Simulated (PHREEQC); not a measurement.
Solution (75 °C): 5.7 mmol/kgw HF, 7.9 mmol/kgw NaF and 0.12 mmol/kgw H4SiO4. Closed to the air; pH follows from the charge balance.

Equilibrium calculation in PHREEQC: ion-association model, phreeqc.dat.

| quantity | before | after |
|---|---|---|
| pH | 3.75 | 3.92 |
| SiF6-2 (mol/kgw) | 0.000100 | 0.000110 |
| NaF (mol/kgw) | 2.82e-5 | 6.10e-5 |
| SI of Quartz (SiO2) | -1.35 | -1.65 |

Which change was made?
A. NaF from 0.0079 to 0.00869 mol/kgw
B. 0.00032 mol/kgw CuCl2 added
C. NaF from 0.0079 to 0.0119 mol/kgw
D. temperature from 75 to 80 °C
E. H4SiO4 replaced by Na2SiO3 at the same molality

C, NaF from 0.0079 to 0.0119 mol/kgw

Precipitation was switched off in this run. At this temperature some constants are extrapolated from 25 °C, and those without enthalpy data are left unchanged. SiF6-2 is the database's only silicon fluoride.
